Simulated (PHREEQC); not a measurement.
Dissolve 0.0055 mol/kgw MgCl2, 0.035 mol/kgw NaHCO3 and 0.0097 mol/kgw MgSO4 at 25 °C. Closed to the air; pH follows from the charge balance.

Model: ion-association model, phreeqc.dat, run in PHREEQC.

No solid was allowed to form.

**Question.** Order these S species by the share of S that they hold, largest first: SO4-2, MgSO4, NaSO4-.

**Answer.** SO4-2 (67 %), MgSO4 (29 %), NaSO4- (4.7 %)

The pH is 7.91 and the ionic strength 0.0734 mol/kgw.
